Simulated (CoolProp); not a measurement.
Vapour-liquid equilibrium of trans-2-butene (1) + acetone (2) at 11.1 bar; x and y are mole fractions of (1).

Values from CoolProp's multi-fluid Helmholtz-energy mixture model, Lemmon 2005 and Lemmon 2006; pair parameters Bell 2016.

```tsv
x	bubble temperature (K)	y at the bubble point	dew temperature at overall composition x (K)	liquid density (mol/L)
0.05	412.5	0.176	419.2	10.75
0.2	391.0	0.519	411.2	10.72
0.35	378.2	0.681	402.4	10.49
0.5	370.7	0.767	392.4	10.16
0.65	365.9	0.828	380.8	9.808
0.8	362.1	0.887	368.0	9.501
0.95	359.1	0.965	359.5	9.265
```

No azeotrope shows between x = 0.05 and 0.95.

The pair parameters rest on a limited set of measurements; away from them the model extrapolates.
